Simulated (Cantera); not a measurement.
A Cantera script and what it prints.

```python
import numpy as np
import cantera as ct

gas_names = """
    B BH BH2 BH3 BO BO2 B2 B2O B2O2 B2O3 B3O3H3 H HBO HBO2 HO2 H2 H2O H2O2 H3B3O6 O OH O2 O3
""".split()
cond_names = """
    B(b) B(L) B2O3(L) B3O3H3(cr) H2O(s) H2O(L)
""".split()


# ... load() reads the species with a 1 bar reference pressure and builds the phases ...
atoms = {
    'B2H6': {'B': 2, 'H': 6},
    'O2': {'O': 2},
    'H2': {'H': 2},
}
top_T = {}  # K; cautious upper limits of use, not melting points


# ... equilibrate(T, P, feed) seeds the gas with the atoms and calls Mixture.equilibrate('TP', solver="vcs", rtol=1e-11, max_steps=5000) ...
results = []
feed = {'B2H6': 1, 'O2': 0.44, 'H2': 1.7}  # mol
P = 24000  # Pa
for T in [1823, 1848, 1873, 1898, 1923, 1948, 1973, 1998, 2023, 2048, 2073, 2098, 2123]:
    mix = equilibrate(T, P, feed)
    results.append((T, P, feed, dict(zip(mix.species_names, mix.species_moles))))

top = {s: max(r[3][s] / sum(r[3][g] for g in gas_names) for r in results) for s in gas_names}
cols = sorted((s for s in top if top[s] > 1e-05), key=lambda s: -top[s])[:9]
seen = [c for c in cond_names if any(r[3].get(c, 0) > 1e-12 for r in results)]
print("log10 of partial pressures in bar; condensed amounts in mol")
print(f"{'T/K':>10s}" + "".join(f"{s[:9]:>10s}" for s in cols + seen))
for T, P, feed, n in results:
    ng = sum(n[g] for g in gas_names)
    print(f"{T:10.4g}" + "".join(f"{np.log10(max(n[s] / ng * P / 1e5, 1e-99)):10.3f}" for s in cols)
          + "".join(f"{n.get(c, 0):10.4g}" for c in seen))
```

Result:

```
log10 of partial pressures in bar; condensed amounts in mol
       T/K        H2       HBO      B2O2        BO      B2O3         H      HBO2    B3O3H3       BH2      B(b)
      1823    -0.678    -1.697    -2.155    -3.482    -2.780    -3.702    -3.195    -3.666    -4.493     1.169
      1848    -0.679    -1.685    -2.150    -3.393    -2.829    -3.615    -3.232    -3.864    -4.420     1.164
      1873    -0.680    -1.675    -2.147    -3.308    -2.880    -3.530    -3.270    -4.060    -4.349     1.159
      1898    -0.681    -1.666    -2.146    -3.227    -2.932    -3.447    -3.310    -4.254    -4.279     1.155
      1923    -0.682    -1.658    -2.146    -3.148    -2.985    -3.367    -3.349    -4.445    -4.211     1.151
      1948    -0.683    -1.650    -2.148    -3.072    -3.039    -3.288    -3.390    -4.633    -4.146     1.147
      1973    -0.683    -1.644    -2.151    -2.999    -3.094    -3.212    -3.430    -4.819    -4.081     1.143
      1998    -0.684    -1.638    -2.156    -2.928    -3.149    -3.137    -3.471    -5.001    -4.019      1.14
      2023    -0.685    -1.633    -2.161    -2.860    -3.204    -3.064    -3.512    -5.181    -3.958     1.137
      2048    -0.686    -1.629    -2.168    -2.794    -3.260    -2.993    -3.553    -5.357    -3.899     1.135
      2073    -0.687    -1.626    -2.176    -2.730    -3.316    -2.923    -3.594    -5.532    -3.841     1.132
      2098    -0.688    -1.623    -2.184    -2.669    -3.373    -2.856    -3.635    -5.704    -3.785      1.13
      2123    -0.689    -1.621    -2.194    -2.609    -3.430    -2.790    -3.677    -5.873    -3.730     1.128
```

Equilibrium computed with Cantera from the NASA thermochemical tables; the gas is ideal and each condensed phase is pure. The feed counts by its element totals alone. The tables' values for BH2 are old estimates; treat these amounts as uncertain. Gases not in the tables: B2H6 and higher boranes.
